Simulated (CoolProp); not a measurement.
R1336mzz(E) at 344.49 K and 0.543 MPa is throttled through a valve to 0.0529 MPa with no heat exchange. Each further row changes one setting.

Values from CoolProp's reference Helmholtz-energy equation of state, Akasaka 2023.

```
case                        temperature change (K)  final density (kg/m³)
--------------------------  ----------------------  ---------------------
as stated                                      ___                    ___
outlet pressure 0.0159 MPa                     ___                    ___
outlet pressure 0.0688 MPa                     ___                    ___
```

Problem. Fill in the missing entries.

Solution. 
- as stated, temperature change (K): -9.1
- as stated, final density (kg/m³): 3.15
- outlet pressure 0.0159 MPa, temperature change (K): -9.8
- outlet pressure 0.0159 MPa, final density (kg/m³): 0.941
- outlet pressure 0.0688 MPa, temperature change (K): -8.8
- outlet pressure 0.0688 MPa, final density (kg/m³): 4.12
